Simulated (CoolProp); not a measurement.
A simple Rankine cycle with hexamethyldisiloxane (MM): condensing at 292.15 K, boiler at 1.1 MPa, turbine inlet 523.8 K, turbine efficiency 0.75, pump efficiency 0.8, no recuperator. Each further row changes one setting.

Model: reference Helmholtz-energy equation of state, Thol 2016, in CoolProp.

```
case                             thermal efficiency (%)  net work (kJ/kg)  heat in (kJ/kg)  turbine exit temperature (K)  volume ratio over the turbine
-------------------------------  ----------------------  ----------------  ---------------  ----------------------------  -----------------------------
as stated                                          15.7              97.1              618                         462.8                            [?]
turbine inlet 543.8 K                              15.4               102              [?]                         483.2                            297
condensing temperature 284.15 K                     [?]               [?]              633                         458.9                            [?]
boiler pressure 0.77 MPa                           14.9              93.5              627                         469.2                            199
turbine efficiency 0.65                            13.6              83.9              618                           [?]                            314
```

Q: What belongs in the gaps?

A: 
- as stated, volume ratio over the turbine: 309
- turbine inlet 543.8 K, heat in (kJ/kg): 663
- condensing temperature 284.15 K, thermal efficiency (%): 16.5
- condensing temperature 284.15 K, net work (kJ/kg): 105
- condensing temperature 284.15 K, volume ratio over the turbine: 477
- turbine efficiency 0.65, turbine exit temperature (K): 469.7
